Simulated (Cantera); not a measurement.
Input (Python, Cantera):

```python
import numpy as np
import cantera as ct

gas = ct.Solution("gri30.yaml")
gas.TPX = 775, 800000, {'CH4': 1, 'H2': 0.13, 'O2': 1.21, 'N2': 4.57}
inlet = ct.Reservoir(gas, clone=True)
gas.equilibrate("HP")  # start burning
reactor = ct.IdealGasConstPressureReactor(gas, energy="on", clone=False)
exhaust = ct.Reservoir(gas, clone=True)
tau = [0.044, 0.015, 0.0054, 0.0019, 0.00066, 0.00023, 8.1e-05, 2.8e-05, 9.9e-06][0]
for a, b in ((inlet, reactor), (reactor, exhaust)):
    ct.MassFlowController(a, b, mdot=lambda t: reactor.mass / tau)
net = ct.ReactorNet([reactor])
show = ['CH4', 'H2', 'O2', 'HO2', 'OH']

rows = []
print(f"{'tau/s':>10s}{'T/K':>9s}" + "".join(f"{s:>11s}" for s in show))
for tau in [0.044, 0.015, 0.0054, 0.0019, 0.00066, 0.00023, 8.1e-05, 2.8e-05, 9.9e-06]:
    net.initial_time = 0.0
    net.advance(30 * tau)
    before = gas.X
    net.advance(40 * tau)
    drift = np.max(np.abs(gas.X - before) / (gas.X + 1e-9))
    rows.append([gas.T, *gas[show].X, drift])
    print(f"{tau:10.3e}{gas.T:9.1f}" + "".join(f"{x:11.3e}" for x in gas[show].X))
```

It prints:

```
     tau/s      T/K        CH4         H2         O2        HO2         OH
 4.400e-02   2129.8  9.319e-04  1.161e-01  5.277e-05  2.271e-08  8.264e-05
 1.500e-02   2134.7  1.928e-03  1.121e-01  1.464e-04  6.311e-08  9.154e-05
 5.400e-03   2140.9  3.323e-03  1.056e-01  3.761e-04  1.640e-07  1.069e-04
 1.900e-03   2145.5  5.167e-03  9.684e-02  9.644e-04  4.347e-07  1.314e-04
 6.600e-04   2141.6  7.559e-03  8.701e-02  2.462e-03  1.205e-06  1.644e-04
 2.300e-04   2113.7  1.117e-02  7.725e-02  6.410e-03  3.742e-06  1.946e-04
 8.100e-05   1944.1  2.482e-02  6.355e-02  2.683e-02  2.491e-05  1.303e-04
 2.800e-05    775.0  1.447e-01  1.881e-02  1.751e-01  1.367e-12  1.672e-17
 9.900e-06    775.0  1.447e-01  1.881e-02  1.751e-01  4.609e-13  1.003e-17
```

Detailed kinetics in Cantera: GRI-Mech 3.0 (53 species, 325 reactions).
